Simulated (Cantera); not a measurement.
Feed: 1 mol TEOS, 5.4 mol N₂O, equilibrated at 1248.15 K and 2900 Pa.

Equilibrium computed with Cantera from the NASA thermochemical tables; the gas is ideal and each condensed phase is pure. Candidate condensed phases: C, C₆H₆, C₇H₈, C₈H₁₈, H₂O, Si, SiC, SiO₂, Si₂N₂O, Si₃N₄; 151 gas species. The feed counts by its element totals alone. The tables hold silica as quartz up to 1696 K and as liquid above; real silica turns to tridymite and cristobalite and melts near 1996 K. Rates play no part.

Base state: H₂ 0.438, CO 0.324, N₂ 0.237, H₂O 6.34e-5, CH₄ 6.21e-5, HCN 4.01e-5, CO₂ 3.01e-5 (mole fractions); condensed: C(graphite) + SiO₂(β-quartz).

Task: What changes in the equilibrium state with this change: N₂O from 5.4 to 22 mol?

Result: 
| species | before | after |
|---|---|---|
| N₂ | 0.237 | 0.550 |
| H₂O | 6.34e-5 | 0.227 |
| CO₂ | 3.01e-5 | 0.173 |
| H₂ | 0.438 | 0.0229 |
| CO | 0.324 | 0.0271 |
| CH₄ | 6.21e-5 | <1e-9 |
| HCN | 4.01e-5 | <1e-9 |
| C(graphite), mol | 0.600 | 0 |
| SiO₂(β-quartz), mol | 1.000 | 1.00 |

Task: What changes in the equilibrium state with this change: temperature from 1248.15 K to 1825 K?

Result: 
```csv
species,before,after
H₂,0.438,0.413
CO,0.324,0.332
N₂,0.237,0.224
SiO,6.16e-8,0.0272
CH₄,6.21e-5,1.89e-9
H,1.82e-6,0.00166
HCN,4.01e-5,1.14e-6
H₂O,6.34e-5,0.00186
CO₂,3.01e-5,0.000381
"C(graphite), mol",0.600,0
"SiO₂(β-quartz), mol",1.000,0
"SiO₂(condensed), mol",0,0.346
```
